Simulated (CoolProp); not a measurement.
Vapour-liquid equilibrium of propane (1) + R152A (2) at 8.65 °C; x and y are mole fractions of (1).

Computed with CoolProp (multi-fluid Helmholtz-energy mixture model, Lemmon 2009 and Outcalt 1996; pair parameters Bell 2016).

Question: Give the bubble pressure and the first vapour's composition at x = 0.05, 0.5, 0.8. Is there an azeotrope?

Answer: x = 0.05: 4.241 bar, y = 0.184; x = 0.5: 6.685 bar, y = 0.622; x = 0.8: 6.836 bar, y = 0.766. y crosses x between x = 0.65 and 0.725: the model has an azeotrope there.

The pair parameters rest on a limited set of measurements; away from them the model extrapolates.
